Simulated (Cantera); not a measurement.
An adiabatic, constant-pressure homogeneous reactor starts with CO : H₂ : CH₄ : O₂ : N₂ = 1 : 0.14 : 0.06 : 1.08 : 4.05 (molar parts), equivalence ratio 0.64, at 1650 K and 248 Torr. Integrator tolerance rtol = 1e-08.

Model: GRI-Mech 3.0 (53 species, 325 reactions), integrated in Cantera.

Q: What does this change do: H2 0.14 to 0.087 parts?

A: 
| quantity | before | after |
|---|---|---|
| time of steepest temperature rise | 72.4 µs | 92.5 µs |
| temperature at 3.00 s | 2612 K | 2600 K |
| equilibrium temperature | 2612 K | 2600 K |
| x(CO) at 3.00 s | 0.0516 (gas-phase equilibrium 0.0516) | 0.0491 (gas-phase equilibrium 0.0491) |
| x(H₂) at 3.00 s | 0.00213 (gas-phase equilibrium 0.00213) | 0.00157 (gas-phase equilibrium 0.00157) |
| x(CH₄) at 3.00 s | <1e-12 (gas-phase equilibrium <1e-12) | <1e-12 (gas-phase equilibrium <1e-12) |
| x(C₂H₆) at 3.00 s | <1e-12 (gas-phase equilibrium <1e-12) | <1e-12 (gas-phase equilibrium <1e-12) |
| x(C₂H) at 3.00 s | <1e-12 (gas-phase equilibrium <1e-12) | <1e-12 (gas-phase equilibrium <1e-12) |
| x(CH₂O) at 3.00 s | 1.46e-11 (gas-phase equilibrium 1.46e-11) | 1.02e-11 (gas-phase equilibrium 1.02e-11) |

Q: What does this change do: initial temperature 1650 to 1425 K?

A: 
```
quantity                                                              before                                      after
---------------------------------  -----------------------------------------  -----------------------------------------
time of steepest temperature rise                                    72.4 µs                                   0.142 ms
temperature at 3.00 s                                                 2612 K                                     2536 K
equilibrium temperature                                               2612 K                                     2536 K
x(CO) at 3.00 s                        0.0516 (gas-phase equilibrium 0.0516)      0.0398 (gas-phase equilibrium 0.0398)
x(H₂) at 3.00 s                      0.00213 (gas-phase equilibrium 0.00213)    0.00165 (gas-phase equilibrium 0.00165)
x(CH₄) at 3.00 s                       <1e-12 (gas-phase equilibrium <1e-12)      <1e-12 (gas-phase equilibrium <1e-12)
x(C₂H₆) at 3.00 s                      <1e-12 (gas-phase equilibrium <1e-12)      <1e-12 (gas-phase equilibrium <1e-12)
x(C₂H) at 3.00 s                       <1e-12 (gas-phase equilibrium <1e-12)      <1e-12 (gas-phase equilibrium <1e-12)
x(CH₂O) at 3.00 s                  1.46e-11 (gas-phase equilibrium 1.46e-11)  8.65e-12 (gas-phase equilibrium 8.65e-12)
```
